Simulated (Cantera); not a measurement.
Feed: 1 mol ZrN, 1.5 mol H2, equilibrated at 1775 K and 1880 Torr.

Method: chemical equilibrium by Gibbs-energy minimisation in Cantera with the NASA 1993 tables (ideal gas, pure condensed phases). Candidate condensed phases: Zr, ZrN; 11 gas species. ZrN: taken at fixed stoichiometry. The numbers say what is thermodynamically allowed, not how fast it happens.

### Question
What is the equilibrium state?

### Answer
- x(H2) = 1.000
- x(H) = 0.000183
- n(ZrN(s)) = 1.00 mol
- gas amount = 1.500 mol
